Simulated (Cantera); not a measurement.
## Ignition delay

Mixture: 5.08 % CO, 3.30 % H2, 6.61 % CH4, 17.6 % O2, 65.1 % N2, 2.34 % CO2, equivalence ratio 0.99, at 170000 Pa, adiabatic and at constant pressure. Ignition delay is the time to a rise of 400 K.

Computed with Cantera and GRI-Mech 3.0 (53 species, 325 reactions).

```csv
T0 (K),delay (ms)
1098,3.65
1148,2.31
1198,1.50
1248,0.985
1298,0.658
1348,0.447
1398,0.310
1448,0.219
```

| Item | Value |
|---|---|
| apparent activation energy between 1348 and 1448 K | 120 kJ/mol |
